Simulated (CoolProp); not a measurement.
Saturated liquid density (kg/m³) of m-xylene: the reference equation beside estimates from Tc = 616.9 K, pc = 3535 kPa, ω = 0.326. Rackett uses Z = 0.29056 − 0.08775 ω.

Computed with CoolProp (reference Helmholtz-energy equation of state, Zhou 2012).

| T (K) | reference | Rackett | Redlich-Kwong | Soave-Redlich-Kwong | Peng-Robinson |
|---|---|---|---|---|---|
| 456.6 | 708.7 | 694.9 | 578.3 | 611.7 | (withheld) |
| 461.8 | 702.9 | 689.0 | 572.3 | 605.8 | (withheld) |
| 466.9 | 697.1 | 683.1 | 566.3 | 599.9 | 680.2 |
| 472 | 691.2 | 677.1 | 560.1 | 593.9 | 673.5 |
| 477.2 | 685.1 | 670.9 | (withheld) | 587.6 | 666.5 |
| 482.3 | 679.0 | 664.7 | 547.4 | 581.3 | 659.4 |
| 487.4 | 672.8 | 658.4 | 540.8 | 574.7 | 652.1 |
| 492.6 | 666.3 | 651.9 | 534.0 | 567.9 | 644.5 |
| 497.7 | (withheld) | (withheld) | 527.2 | 561.0 | 636.7 |

Q: Fill in the missing entries.

A: 
- 456.6, Peng-Robinson: 693.2
- 461.8, Peng-Robinson: 686.7
- 477.2, Redlich-Kwong: 553.8
- 497.7, reference: 659.8
- 497.7, Rackett: 645.3

Absolute difference from the reference over all 9 rows, mean and median: Rackett 2.1 and 2.1 %, Redlich-Kwong 19.2 and 19.2 %, Soave-Redlich-Kwong 14.3 and 14.2 %, Peng-Robinson 2.8 and 2.7 %.
